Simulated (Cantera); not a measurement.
A closed system holds: 1 mol CaO, 14 mol HBr, 65 mol N₂, held at 0.000100 bar.

Equilibrium computed with Cantera from the NASA thermochemical tables; the gas is ideal and each condensed phase is pure. Candidate condensed phases: Br₂, Ca, CaBr₂, CaO, Ca(OH)₂, H₂O; 34 gas species. Kinetics and transport are ignored.

x: gas mole fraction; nothing condenses.

```
T (K)   x N₂   x HBr     x Br     x H₂  x CaBr₂   x H₂O
-----  -----  ------  -------  -------  -------  ------
1125   0.820   0.144  0.00711  0.00357   0.0126  0.0126
1200   0.817   0.137   0.0136  0.00681   0.0126  0.0126
1275   0.813   0.127      [?]      [?]   0.0125  0.0125
1350   0.808   0.112   0.0370   0.0185   0.0124  0.0124
1425   0.801  0.0944   0.0534   0.0267   0.0123  0.0123
1500   0.793     [?]      [?]      [?]   0.0122  0.0122
1575   0.786  0.0574   0.0878   0.0435   0.0121  0.0121
1650   0.780  0.0419    0.102   0.0500   0.0120  0.0120
```

Problem. What belongs in the gaps?

Solution. 
- 1275, x Br: 0.0235
- 1275, x H₂: 0.0118
- 1500, x HBr: 0.0755
- 1500, x Br: 0.0710
- 1500, x H₂: 0.0353
